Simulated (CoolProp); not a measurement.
Vapour-liquid equilibrium of n-octane (1) + o-xylene (2) at 0.108 MPa; x and y are mole fractions of (1).

Values from CoolProp's multi-fluid Helmholtz-energy mixture model, Beckmüller 2019 and Zhou 2012; pair parameters Bell 2016.

```tsv
x	bubble temperature, mixture model (°C)	bubble temperature, Raoult's law (°C)	y, mixture model	y, Raoult's law
0.05	145.4	145.6	0.083	0.079
0.15	142.8	143.3	0.230	0.224
0.25	140.4	141.2	0.357	0.354
0.35	138.3	139.1	0.470	0.470
0.45	136.4	137.2	0.570	0.575
0.55	134.6	135.3	0.661	0.670
0.65	133.0	133.5	0.745	0.756
0.75	131.4	131.9	0.823	0.834
0.85	130.0	130.2	0.897	0.905
0.95	128.6	128.7	0.966	0.970
```

The largest gap from Raoult's law is -0.8 K in bubble temperature, at x = 0.35. No azeotrope shows between x = 0.05 and 0.95.

Pair parameters are fitted to limited data, so mixtures are less certain than the pure fluids.
